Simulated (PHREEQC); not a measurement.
PHREEQC input (ion-association model, wateq4f.dat):

```
SOLUTION_MASTER_SPECIES
  An  An-  0  An  62.0  # stands for a non-complexing anion
SOLUTION_SPECIES
  An- = An-
    -log_k 0
    -gamma 3.0 0
PHASES
  Fix_H+
    H+ = H+
    -log_k 0
SOLUTION 1
  temp 25
  units mmol/kgw
  pH 7 charge
  Cl 1.054
  Mn(2) 0.48
  Zn 0.047
  B 0.0079
  Na 300
  An 300
END
SELECTED_OUTPUT 1
  -reset false
  -pH true
  -pe true
  -ionic_strength true
  -water true
  -totals B Cl Mn Na Zn Mn(2) Mn(3) Mn(6) Mn(7)
  -molalities Hfo_wOH Hfo_wOH2+ Hfo_wO- Hfo_sOH Hfo_sOH2+ Hfo_sO- Hfo_wH2BO3 Hfo_sOZn+ Hfo_wOZn+ Hfo_sOMn+
    Hfo_wOMn+
  -saturation_indices Pyrochroite Zincite(c) Zn5(OH)8Cl2 Halite
USER_PUNCH 1
  -headings sigma psi
  10 PUNCH EDL("sigma", "Hfo"), EDL("psi", "Hfo")
PRINT
  -reset false
USE solution 1
SURFACE 1
  Hfo_wOH 0.00292135 600 1.3
  Hfo_sOH 7.30337e-05
EQUILIBRIUM_PHASES 1
  Fix_H+ -4 HAn 10
    -force_equality true
END
# ... the last block is repeated for the other 12 points of pH, with NaOH or the acid as the point needs
```

Selected output (columns that matter, 13 of 13 rows; pH added in front):

```
pH	mu	B	Mn	Na	Zn	m_Hfo_wOH	m_Hfo_wOH2+	m_Hfo_wO-	si_Pyrochroite	si_Zincite(c)	si_Zn5(OH)8Cl2	si_Halite	sigma	psi
4	0.30312	7.894e-06	0.00047998	0.3	4.6951e-05	0.0001678	0.0027533	2.3428e-07	-11.067	-8.0119	-37.162	-5.3899	0.3491	0.12275
4.5	0.30291	7.8856e-06	0.00047982	0.3	4.6562e-05	0.0004054	0.0025144	1.4973e-06	-10.067	-7.0154	-33.18	-5.3898	0.31866	0.11816
5	0.30267	7.8721e-06	0.00047854	0.3	4.3696e-05	0.00078385	0.0021307	6.6061e-06	-9.068	-6.0429	-29.317	-5.3898	0.26952	0.10978
5.5	0.30237	7.8566e-06	0.00047146	0.3	3.2396e-05	0.0012224	0.0016773	2.041e-05	-8.0744	-5.1728	-25.967	-5.3897	0.21142	0.097762
6	0.30204	7.8426e-06	0.00045192	0.3	1.8283e-05	0.0016222	0.0012446	4.844e-05	-7.0926	-4.4212	-23.209	-5.3896	0.15613	0.08312
6.5	0.30173	7.8325e-06	0.0004197	0.3	9.6992e-06	0.0019157	0.00087974	9.5566e-05	-6.1246	-3.6968	-20.586	-5.3895	0.10928	0.066727
7	0.3013	7.8279e-06	0.00033325	0.3	3.3932e-06	0.0020607	0.00057158	0.0001702	-5.2246	-3.1541	-18.873	-5.3894	0.073228	0.050102
7.5	0.30103	7.8306e-06	0.00016649	0.30033	8.1096e-07	0.0020216	0.00031814	0.0002943	-4.526	-2.781	-18.007	-5.3887	0.047448	0.035085
8	0.301	7.8393e-06	4.4844e-05	0.30077	1.6657e-07	0.0018762	0.00017501	0.00046077	-4.096	-2.4931	-17.568	-5.3881	0.02427	0.018942
8.5	0.30107	7.8527e-06	7.9423e-06	0.30104	3.7074e-08	0.0017336	0.00010885	0.00063251	-3.8487	-2.2812	-17.508	-5.3877	-0.00058385	-0.00046603
9	0.30118	7.8712e-06	1.2598e-06	0.30128	1.8715e-08	0.0015819	7.0244e-05	0.00081611	-3.6515	-2.0901	-17.553	-5.3873	-0.027249	-0.021144
9.5	0.30133	7.8875e-06	2.1197e-07	0.30156	2.3248e-08	0.00139	4.2785e-05	0.0010345	-3.4351	-1.8748	-17.476	-5.387	-0.057534	-0.041308
10	0.30157	7.8959e-06	4.2388e-08	0.30195	4.2513e-08	0.0011408	2.2874e-05	0.0013034	-3.1629	-1.603	-17.117	-5.3865	-0.093255	-0.059873
```
